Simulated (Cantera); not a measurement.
Input: 1 mol SO2, 0.15 mol O2, held at 3175 °C and 6.15 Torr.

Method: chemical equilibrium by Gibbs-energy minimisation in Cantera with the NASA 1993 tables (ideal gas, pure condensed phases). Candidate condensed phases: S; 10 gas species. The numbers say what is thermodynamically allowed, not how fast it happens.

Base state: O 0.654, S 0.265, SO 0.0590, O2 0.0188, SO2 0.00243, S2 0.000917 (mole fractions); condensed: gas only.

What changes in the equilibrium state with this change: pressure from 6.15 Torr to 75.0 Torr?


```json
[
 {"species": "O", "before": "0.654", "after": "0.441"},
 {"species": "SO", "before": "0.0590", "after": "0.240"},
 {"species": "S", "before": "0.265", "after": "0.131"},
 {"species": "SO2", "before": "0.00243", "after": "0.0813"},
 {"species": "O2", "before": "0.0188", "after": "0.104"},
 {"species": "S2O", "before": "3.10e-6", "after": "7.59e-5"},
 {"species": "S2", "before": "0.000917", "after": "0.00273"}
]
```
